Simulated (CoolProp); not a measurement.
Computed with CoolProp (reference Helmholtz-energy equation of state, Akasaka 2024).

Task: Give the vapour pressure (MPa), liquid density (kg/m³), vapour density (kg/m³), enthalpy of vaporisation (kJ/kg) of saturated R1132(E) at 265.9, 295.9 K.

Result: 
| T (K) | p (MPa) | liquid density (kg/m³) | vapour density (kg/m³) | enthalpy of vaporisation (kJ/kg) |
|---|---|---|---|---|
| 265.9 | 0.647 | 1020 | 21.3 | 260 |
| 295.9 | 1.56 | 925 | 52.5 | 218 |
